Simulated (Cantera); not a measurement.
An isothermal, constant-pressure homogeneous reactor starts with N2O = 1 (molar parts), at 1400 K and 1.00 bar.

Cantera simulation using GRI-Mech 3.0 (53 species, 325 reactions); the numbers are that mechanism's predictions, not measurements. GRI-Mech 3.0 was tuned for natural gas; its chemistry of N2O as a main component is partial and can be far from experiment. The temperature is held fixed by assumption; the heat of reaction is taken as removed at once.

One state of this run: x N2O = 0.122; x N2 = 0.535; x O2 = 0.242; x NO2 = 0.000774; x NO = 0.0989; x O = 9.97e-6. x: mole fraction; the columns are a selection and need not sum to one.

Task: Which value of t (s) does it belong to?
A) 2.35
B) 0.359
C) 0.0215
D) 0.140

Result: D, 0.140
